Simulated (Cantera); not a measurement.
A jet of 2.46 % CH₄, 16.4 % O₂, 81.1 % N₂ at 300 K and 105 Torr hits a platinum plate 8.4 cm away at a mass flux of 0.18 kg/m²/s; the plate temperature is set and raised in steps from an oxygen-covered start.

Detailed kinetics in Cantera: Deutschmann's 1995 Pt surface mechanism with GRI-Mech 3.0 gas chemistry. Catalytic surfaces can have several steady states; this one follows from the mechanism file's or the stated starting coverage.

One state of this run: wall x CH₄ = 0.00252; wall x O₂ = 0.118; wall x H₂O = 0.0401; wall x OH = 1.26e-5; wall x CO = 1.07e-5; wall x CO₂ = 0.0260; θ free Pt = 0.656; θ O* = 0.343; θ OH* = 0.000706. x: mole fraction at the wall; θ: surface coverage.

Problem. Which value of plate T (K) does it belong to?
(A) 1200
(B) 950
(C) 1300
(D) 1100

Solution. C, 1300
